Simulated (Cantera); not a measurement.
A perfectly stirred reactor is fed with CH4 : O2 : N2 = 1 : 2.04 : 19.6 (molar parts), equivalence ratio 0.98, at 12000 Torr; it is adiabatic with a 723 K inlet, and is followed from long to short residence time, starting on the burning branch (τ in s: 0.044, 0.021, 0.0098, 0.0046, 0.0022, 0.001, 0.00048, 0.00023, 0.00011, 5.1e-05, 2.4e-05).

Detailed kinetics in Cantera: GRI-Mech 3.0 (53 species, 325 reactions). The pressure lies above the range GRI-Mech 3.0 was tuned for (to about 10 atm).

Question: What does this change do: 0.35 parts H2 added?

Answer: 
| quantity | before | after |
|---|---|---|
| blow-out, bracketed by the residence times tried | burning at 2.20 ms, out at 1.00 ms | burning at 2.20 ms, out at 1.00 ms |
| x(CH4) at τ = 44.0 ms | 1.53e-5 | 0.000508 |
| x(O2) at τ = 44.0 ms | 0.00219 | 0.000855 |
| x(CH3) at τ = 44.0 ms | 3.17e-6 | 2.37e-5 |
| x(CH2CO) at τ = 44.0 ms | 4.20e-8 | 3.69e-6 |
| x(CH2O) at τ = 44.0 ms | 1.75e-6 | 7.04e-6 |
| x(CH4) at τ = 1.00 ms | 0.0442 | 0.0435 |
| x(O2) at τ = 1.00 ms | 0.0901 | 0.0887 |
| x(CH3) at τ = 1.00 ms | <1e-12 | <1e-12 |
| x(CH2CO) at τ = 1.00 ms | <1e-12 | <1e-12 |
| x(CH2O) at τ = 1.00 ms | <1e-12 | <1e-12 |

Question: What does this change do: CH4 1 to 1.4 parts?

Answer: 
| quantity | before | after |
|---|---|---|
| blow-out, bracketed by the residence times tried | burning at 2.20 ms, out at 1.00 ms | burning at 4.60 ms, out at 2.20 ms |
| x(CH4) at τ = 44.0 ms | 1.53e-5 | 0.00636 |
| x(O2) at τ = 44.0 ms | 0.00219 | 0.00190 |
| x(CH3) at τ = 44.0 ms | 3.17e-6 | 4.03e-5 |
| x(CH2CO) at τ = 44.0 ms | 4.20e-8 | 3.61e-5 |
| x(CH2O) at τ = 44.0 ms | 1.75e-6 | 1.84e-5 |
| x(CH4) at τ = 1.00 ms | 0.0442 | 0.0608 |
| x(O2) at τ = 1.00 ms | 0.0901 | 0.0885 |
| x(CH3) at τ = 1.00 ms | <1e-12 | 1.04e-12 |
| x(CH2CO) at τ = 1.00 ms | <1e-12 | <1e-12 |
| x(CH2O) at τ = 1.00 ms | <1e-12 | <1e-12 |
